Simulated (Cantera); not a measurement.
Ignition delay

Mixture: H2 : O2 : N2 : H2O = 1 : 0.641 : 3.4 : 0.55 (molar parts), equivalence ratio 0.78, at 36.5 atm, adiabatic and at constant pressure. Ignition delay is the time to a rise of 400 K.

Model: GRI-Mech 3.0 (53 species, 325 reactions), integrated in Cantera. The hydrogen kinetics of GRI-Mech 3.0 are dated; newer H2 mechanisms differ, most at raised pressure. The pressure lies above the range GRI-Mech 3.0 was tuned for (to about 10 atm).

| T0 (K) | delay (ms) |
|---|---|
| 1250 | 0.0920 |
| 1325 | 0.0335 |
| 1400 | 0.0127 |
| 1475 | 0.00487 |
| 1550 | 0.00192 |
| 1625 | 0.000883 |
| 1700 | 0.000515 |
| 1775 | 0.000355 |

The apparent activation energy between 1625 and 1775 K is 150 kJ/mol.
